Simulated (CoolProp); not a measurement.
A single-stage vapour-compression cycle with the fluid: evaporating at 209.15 K (dew point), condensing at 269.15 K (bubble point), superheat 2 K, subcooling 8 K, compressor efficiency 0.8, no pressure losses. The same conditions are run with several fluids, on thermodynamics alone (safety and materials aside).

Computed with CoolProp (reference Helmholtz-energy equation of state of each fluid (R13: Platzer 1990; fluoroethane (R161): Wu 2012; propane: Lemmon 2009; R404A: Lemmon 2003; C2F6 (R116): Lemmon 2006; hydrogen chloride: Thol 2018)). The equations of Platzer and Polt are older, rougher fits. Blends and air are pseudo-pure fits.

| fluid | cooling COP | pressure ratio | discharge temperature (K) | refrigerating effect (kJ/kg) | volumetric capacity (kJ/m³) |
|---|---|---|---|---|---|
| R13 | 2.04 | 7.54 | (withheld) | 89.1 | 1350 |
| fluoroethane (R161) | (withheld) | 15.2 | 344.8 | (withheld) | 244 |
| propane | 2.32 | 12.2 | 311.9 | 332 | 291 |
| R404A | 2.20 | 14.2 | 304.0 | (withheld) | 315 |
| C2F6 (R116) | 1.78 | (withheld) | 277.1 | 55.7 | 961 |
| hydrogen chloride | 2.07 | 7.96 | (withheld) | 329 | 2130 |

Problem. What belongs in the gaps?

Solution. 
- R13, discharge temperature (K): 303.2
- fluoroethane (R161), cooling COP: 2.31
- fluoroethane (R161), refrigerating effect (kJ/kg): 351
- R404A, refrigerating effect (kJ/kg): 147
- C2F6 (R116), pressure ratio: 8.13
- hydrogen chloride, discharge temperature (K): 416.8
